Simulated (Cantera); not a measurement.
Input: 1 mol SiO2, 1 mol C, 1.3 mol N2, equilibrated at 2275 K and 10.0 Torr.

Method: chemical equilibrium by Gibbs-energy minimisation in Cantera with the NASA 1993 tables (ideal gas, pure condensed phases). Candidate condensed phases: C, Si, SiC, SiO2, Si2N2O, Si3N4; 34 gas species. Kinetics and transport are ignored.

Base state: N2 0.394, CO 0.303, SiO 0.303, Si 6.89e-5, CO2 6.66e-5 (mole fractions); condensed: gas only.

**Question.** What changes in the equilibrium state with this change: temperature from 2275 K to 1650 K?

**Answer.** 
| species | before | after |
|---|---|---|
| CO | 0.303 | 0.485 |
| N2 | 0.394 | 0.480 |
| SiO | 0.303 | 0.0344 |
| Si | 6.89e-5 | 1.11e-7 |
| CO2 | 6.66e-5 | 2.88e-5 |
| SiO2(β-quartz), mol | 0 | 0.310 |
| Si2N2O(s), mol | 0 | 0.310 |
Mutual solubility and eutectic melting of coexisting phases are not modelled. The tables hold silica as quartz up to 1696 K and as liquid above; real silica turns to tridymite and cristobalite and melts near 1996 K.
